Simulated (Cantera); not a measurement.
Boron, boron nitride and boron oxide: borazine + H₂O

Feed: 1 mol borazine, 1 mol H₂O, at 1300 K.

Method: chemical equilibrium by Gibbs-energy minimisation in Cantera with the NASA 1993 tables (ideal gas, pure condensed phases). Candidate condensed phases: B, BN, B₂O₃, B₃O₃H₃, H₂O; 39 gas species. The feed counts by its element totals alone. Mutual solubility and eutectic melting of coexisting phases are not modelled. Gases not in the tables: H₃BO₃. The numbers say what is thermodynamically allowed, not how fast it happens.

| P (Pa) | log p H₂ | log p N₂ | log p HBO₂ | log p H₂O | log p HBO | n BN(s) | n B₂O₃(l) |
|---|---|---|---|---|---|---|---|
| 10 | -4.04 | -5.12 | -6.42 | -7.81 | -6.53 | 2.33 | 0.309 |
| 46 | -3.37 | -4.45 | -5.98 | -6.93 | -6.31 | 2.34 | 0.323 |
| 220 | -2.69 | -3.77 | -5.52 | -6.02 | -6.08 | 2.34 | 0.328 |
| 1000 | -2.04 | -3.12 | -5.08 | -5.14 | -5.86 | 2.34 | 0.330 |
| 4600 | -1.37 | -2.45 | -4.64 | -4.26 | -5.64 | 2.34 | 0.330 |
| 22000 | -0.69 | -1.78 | -4.19 | -3.35 | -5.41 | 2.34 | 0.330 |
| 100000 | -0.04 | -1.12 | -3.75 | -2.48 | -5.19 | 2.34 | 0.328 |
log p: log10 of the partial pressure in bar; n: condensed amount in mol.

From 10.0 Pa to 1.00 bar the condensed part is BN(s) + B₂O₃(l).
